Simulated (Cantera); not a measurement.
**Equilibrium for hydrogen reduction and annealing atmospheres: TiO2 + H2 + H2O**

Feed: 1 mol TiO2, a varied amount of H2, 0.11 mol H2O, held at 13300 Pa.

Method: chemical equilibrium by Gibbs-energy minimisation in Cantera with the NASA 1993 tables (ideal gas, pure condensed phases). Candidate condensed phases: H2O, Ti, TiO, TiO2, Ti2O3, Ti3O5, Ti4O7; 12 gas species. Mutual solubility and eutectic melting of coexisting phases are not modelled. Condensed phases not in the tables: Magnéli phases beyond Ti4O7. Gases not in the tables: TiO(OH)2. The numbers say what is thermodynamically allowed, not how fast it happens.

Question: Map the stable condensed phases over T = 775, 825, 875, 925, 975, 1025, 1075, 1125, 1175, 1225, 1275, 1325 °C and n(H2) in mol = 0.53, 1.9, 3.3, 4.8, 6.2, 7.6, 9, 10, 12.

Answer: 
```
T in °C \ n(H2) in mol
         0.53  1.9  3.3  4.8  6.2  7.6    9   10   12
   1325     A    A    A    B    B    B    B    B    C
   1275     A    A    A    A    B    B    B    B    B
   1225     A    A    A    A    A    B    B    B    B
   1175     A    A    A    A    A    A    A    A    B
   1125     A    A    A    A    A    A    A    A    A
   1075     A    A    A    A    A    A    A    A    A
   1025     A    A    A    A    A    A    A    A    A
    975     A    A    A    A    A    A    A    A    A
    925     A    A    A    A    A    A    A    A    A
    875     A    A    A    A    A    A    A    A    A
    825     A    A    A    A    A    A    A    A    A
    775     A    A    A    A    A    A    A    A    A
```
A: TiO2; B: TiO2 + Ti4O7; C: Ti4O7.
